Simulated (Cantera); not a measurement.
**Adiabatic ignition**

An adiabatic, constant-pressure homogeneous reactor starts with 19.7 % CH3OH, 14.1 % O2, 53.0 % N2, 13.2 % H2O, at 1023 K and 5.00 bar.

Computed with Cantera and GRI-Mech 3.0 (53 species, 325 reactions). GRI-Mech 3.0 was tuned for natural gas; its chemistry of methanol as a main component is partial and can be far from experiment.

| t (s) | T (K) | x CH3OH | x O2 | x H2O | x H | x CH3 | x H2 |
|---|---|---|---|---|---|---|---|
| 6.00e-6 | 1023 | 0.197 | 0.141 | 0.132 | <1e-12 | 1.53e-10 | 2.55e-10 |
| 1.51e-5 | 1023 | 0.197 | 0.141 | 0.132 | 1.01e-12 | 2.51e-10 | 6.81e-10 |
| 3.82e-5 | 1023 | 0.197 | 0.141 | 0.132 | 1.04e-12 | 2.99e-10 | 1.80e-9 |
| 9.64e-5 | 1023 | 0.197 | 0.141 | 0.132 | 1.05e-12 | 3.03e-10 | 4.66e-9 |
| 0.000243 | 1023 | 0.197 | 0.141 | 0.132 | 1.06e-12 | 3.03e-10 | 1.19e-8 |
| 0.000614 | 1023 | 0.197 | 0.141 | 0.132 | 1.09e-12 | 3.03e-10 | 3.07e-8 |
| 0.00155 | 1023 | 0.197 | 0.141 | 0.132 | 1.19e-12 | 3.02e-10 | 8.08e-8 |
| 0.00391 | 1023 | 0.197 | 0.141 | 0.132 | 1.56e-12 | 3.01e-10 | 2.32e-7 |
| 0.00986 | 1023 | 0.197 | 0.141 | 0.132 | 3.31e-12 | 2.97e-10 | 8.86e-7 |
| 0.0249 | 1023 | 0.197 | 0.141 | 0.132 | 1.63e-11 | 2.87e-10 | 6.72e-6 |
| 0.0628 | 2061 | 2.26e-12 | 1.75e-7 | 0.282 | 0.000406 | 4.32e-11 | 0.137 |
| 0.159 | 2061 | 2.26e-12 | 1.75e-7 | 0.282 | 0.000406 | 4.23e-11 | 0.137 |
| 0.400 | 2061 | 2.26e-12 | 1.75e-7 | 0.282 | 0.000406 | 4.23e-11 | 0.137 |
x: mole fraction; the columns are a selection and need not sum to one.

```json
{
 "time_of_steepest_temperature_rise": "58.8 ms",
 "temperature at 0.400 s": "2061 K",
 "equilibrium_temperature": "2061 K",
 "x(CH3OH) at 0.400 s": "2.26e-12 (gas-phase equilibrium 2.31e-12)",
 "x(O2) at 0.400 s": "1.75e-7 (gas-phase equilibrium 1.75e-7)",
 "x(H2O) at 0.400 s": "0.282 (gas-phase equilibrium 0.282)"
}
```
